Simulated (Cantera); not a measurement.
A closed system holds: 1 mol CH3OH, 0.029 mol O2, 18 mol H2, at 2023 K and 24.0 Pa.

Method: chemical equilibrium by Gibbs-energy minimisation in Cantera with the NASA 1993 tables (ideal gas, pure condensed phases). Candidate condensed phases: C, C6H6, C7H8, C8H18, H2O; 110 gas species. Equilibrium is a limit: real reactors are often held back by kinetics, nucleation or transport.

Q: What is the equilibrium state?

A: 
```
Property                                   Result
--------------------------------------  ---------
x(H2)                                       0.840
x(H)                                        0.112
x(CO)                                      0.0449
x(H2O)                                    0.00254
x(OH)                                     3.54e-5
x(CO2)                                    2.91e-5
x(O)                                      3.44e-6
gas amount                              22.25 mol
log10 activity of C(graphite) (absent)      -6.42
```
